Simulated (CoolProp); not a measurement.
Vapour-liquid equilibrium of C2F6 (R116) (1) + propylene (2) at -48.95 °C; x and y are mole fractions of (1).

Computed with CoolProp (multi-fluid Helmholtz-energy mixture model, Lemmon 2006 and Lemmon 2013; pair parameters Bell 2016).

```json
[
 {"x": "0.05", "bubble pressure, mixture model (bar)": "2.132", "bubble pressure, Raoult's law (bar)": "1.099", "y, mixture model": "(withheld)", "y, Raoult's law": "0.176"},
 {"x": "0.15", "bubble pressure, mixture model (bar)": "3.304", "bubble pressure, Raoult's law (bar)": "1.389", "y, mixture model": "(withheld)", "y, Raoult's law": "0.417"},
 {"x": "0.25", "bubble pressure, mixture model (bar)": "(withheld)", "bubble pressure, Raoult's law (bar)": "1.680", "y, mixture model": "(withheld)", "y, Raoult's law": "0.574"},
 {"x": "0.35", "bubble pressure, mixture model (bar)": "(withheld)", "bubble pressure, Raoult's law (bar)": "1.970", "y, mixture model": "(withheld)", "y, Raoult's law": "0.685"},
 {"x": "0.45", "bubble pressure, mixture model (bar)": "3.798", "bubble pressure, Raoult's law (bar)": "2.261", "y, mixture model": "0.768", "y, Raoult's law": "0.768"},
 {"x": "0.55", "bubble pressure, mixture model (bar)": "3.825", "bubble pressure, Raoult's law (bar)": "2.551", "y, mixture model": "0.772", "y, Raoult's law": "0.832"},
 {"x": "0.65", "bubble pressure, mixture model (bar)": "3.876", "bubble pressure, Raoult's law (bar)": "2.842", "y, mixture model": "0.784", "y, Raoult's law": "0.883"},
 {"x": "0.75", "bubble pressure, mixture model (bar)": "3.937", "bubble pressure, Raoult's law (bar)": "3.132", "y, mixture model": "(withheld)", "y, Raoult's law": "0.924"},
 {"x": "0.85", "bubble pressure, mixture model (bar)": "3.976", "bubble pressure, Raoult's law (bar)": "3.423", "y, mixture model": "0.855", "y, Raoult's law": "0.958"},
 {"x": "0.95", "bubble pressure, mixture model (bar)": "3.935", "bubble pressure, Raoult's law (bar)": "3.714", "y, mixture model": "(withheld)", "y, Raoult's law": "0.987"}
]
```

Some entries are withheld; supply them.


- 0.05, y, mixture model: 0.557
- 0.15, y, mixture model: 0.723
- 0.25, bubble pressure, mixture model (bar): 3.682
- 0.25, y, mixture model: 0.757
- 0.35, bubble pressure, mixture model (bar): 3.775
- 0.35, y, mixture model: 0.765
- 0.75, y, mixture model: 0.809
- 0.95, y, mixture model: 0.937

The largest gap from Raoult's law is +137.9 % in bubble pressure, at x = 0.15. y crosses x between x = 0.85 and 0.95: the model has an azeotrope there.

The pair parameters rest on a limited set of measurements; away from them the model extrapolates. With so large a gap from Raoult's law the liquid may split in two, which this calculation doesn't test in full.
